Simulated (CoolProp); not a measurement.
The fluid at 293.15 K and 1.42 MPa (liquid) is heated at constant pressure to 415 K. The same conditions are run with several fluids, on thermodynamics alone (safety and materials aside).

The numbers come from the reference Helmholtz-energy equation of state of each fluid (propane: Lemmon 2009; cyclohexane: Zhou 2014; propylene glycol: Eisenbach 2021; propyne: Polt 1992; dodecamethylpentasiloxane (MD3M): Thol 2019) in CoolProp. The equations of Platzer and Polt are older, rougher fits.

| fluid | heat (kJ/kg) | final phase | final density (kg/m³) |
|---|---|---|---|
| propane | 585 | gas | [?] |
| cyclohexane | 260 | liquid | 656 |
| propylene glycol | 341 | liquid | 938 |
| propyne | 675 | gas | [?] |
| dodecamethylpentasiloxane (MD3M) | [?] | liquid | 759 |

Some entries are withheld; supply them.


- propane, final density (kg/m³): 19.8
- propyne, final density (kg/m³): 18.0
- dodecamethylpentasiloxane (MD3M), heat (kJ/kg): 223
